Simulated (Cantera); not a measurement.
## Ignition delay

Mixture: H₂ : O₂ : N₂ = 1 : 0.455 : 2.41 (molar parts), at 760 Torr, adiabatic and at constant pressure. Ignition delay is the time to a rise of 400 K.

Computed with Cantera and GRI-Mech 3.0 (53 species, 325 reactions). Below about 950 K walls govern HO2 and H2O2 in real vessels. Where the delays flatten at high temperature, the 400 K rule measures the pace of heat release, not the induction time.

| T0 (K) | delay (ms) |
|---|---|
| 875 | 765 |
| 975 | 0.862 |
| 1075 | 0.138 |
| 1175 | 0.0676 |
| 1275 | 0.0425 |
| 1375 | 0.0311 |
| 1475 | 0.0258 |
| 1575 | 0.0235 |
| 1675 | 0.0232 |
